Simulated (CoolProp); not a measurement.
Vapour-liquid equilibrium of n-octane (1) + ethylbenzene (2) at 3.97 bar; x and y are mole fractions of (1).

Model: multi-fluid Helmholtz-energy mixture model, Beckmüller 2019 and Zhou 2012; pair parameters Bell 2016, in CoolProp.

```json
[
 {"x": "0.05", "bubble temperature, mixture model (K)": "467.6", "bubble temperature, Raoult's law (K)": "468.1", "y, mixture model": "0.070", "y, Raoult's law": "0.063"},
 {"x": "0.125", "bubble temperature, mixture model (K)": "465.9", "bubble temperature, Raoult's law (K)": "467.1", "y, mixture model": "0.166", "y, Raoult's law": "0.155"},
 {"x": "0.2", "bubble temperature, mixture model (K)": "464.4", "bubble temperature, Raoult's law (K)": "466.1", "y, mixture model": "0.254", "y, Raoult's law": "0.243"},
 {"x": "0.275", "bubble temperature, mixture model (K)": "463.1", "bubble temperature, Raoult's law (K)": "465.1", "y, mixture model": "0.335", "y, Raoult's law": "0.327"},
 {"x": "0.35", "bubble temperature, mixture model (K)": "461.9", "bubble temperature, Raoult's law (K)": "464.1", "y, mixture model": "0.411", "y, Raoult's law": "0.408"},
 {"x": "0.425", "bubble temperature, mixture model (K)": "460.9", "bubble temperature, Raoult's law (K)": "463.1", "y, mixture model": "0.483", "y, Raoult's law": "0.487"},
 {"x": "0.5", "bubble temperature, mixture model (K)": "460.0", "bubble temperature, Raoult's law (K)": "462.2", "y, mixture model": "0.553", "y, Raoult's law": "0.562"},
 {"x": "0.575", "bubble temperature, mixture model (K)": "459.2", "bubble temperature, Raoult's law (K)": "461.3", "y, mixture model": "0.620", "y, Raoult's law": "0.635"},
 {"x": "0.65", "bubble temperature, mixture model (K)": "458.5", "bubble temperature, Raoult's law (K)": "460.3", "y, mixture model": "0.687", "y, Raoult's law": "0.705"},
 {"x": "0.725", "bubble temperature, mixture model (K)": "457.9", "bubble temperature, Raoult's law (K)": "459.5", "y, mixture model": "0.753", "y, Raoult's law": "0.772"},
 {"x": "0.8", "bubble temperature, mixture model (K)": "457.3", "bubble temperature, Raoult's law (K)": "458.6", "y, mixture model": "0.819", "y, Raoult's law": "0.837"},
 {"x": "0.875", "bubble temperature, mixture model (K)": "456.9", "bubble temperature, Raoult's law (K)": "457.7", "y, mixture model": "0.885", "y, Raoult's law": "0.900"},
 {"x": "0.95", "bubble temperature, mixture model (K)": "456.5", "bubble temperature, Raoult's law (K)": "456.9", "y, mixture model": "0.954", "y, Raoult's law": "0.961"}
]
```

The largest gap from Raoult's law is -2.2 K in bubble temperature, at x = 0.425. No azeotrope shows between x = 0.05 and 0.95.

Pair parameters are fitted to limited data, so mixtures are less certain than the pure fluids.
